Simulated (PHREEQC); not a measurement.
LiOH is added in steps, without added water, to 1 kg of water holding 15 mmol/kgw KF and 1.8 mmol/kgw MnSO4, at 25 °C. The system is closed to oxygen. CO2 from the air is kept out. Solids allowed: Pyrochroite. Others were left out.

Base run: PHREEQC, ion-association model, phreeqc.dat. Each further column changes one thing. The table gives Mn+2 (mol/kgw).

```tsv
LiOH added (mol)	base	database wateq4f.dat	Davies equation for every ion	Debye-Hückel limiting law	metal-ligand complexes left out
0	0.00156	0.00156	0.00157	[?]	0.00180
0.0028	0.000351	0.000351	0.000353	0.000362	0.000406
0.0052	1.46e-7	1.43e-7	1.50e-7	1.79e-7	1.46e-7
0.008	2.01e-8	1.97e-8	2.07e-8	2.53e-8	2.02e-8
0.0108	7.80e-9	7.63e-9	8.03e-9	1.00e-8	[?]
0.0132	4.52e-9	4.42e-9	4.66e-9	5.94e-9	4.54e-9
0.016	2.80e-9	2.74e-9	2.89e-9	3.76e-9	[?]
```

Task: Some entries are withheld; supply them.

Result: 
- 0, Debye-Hückel limiting law: 0.00160
- 0.0108, metal-ligand complexes left out: 7.82e-9
- 0.016, metal-ligand complexes left out: 2.81e-9

 phreeqc.dat and wateq4f.dat share most of their constants, so their agreement is no independent check.
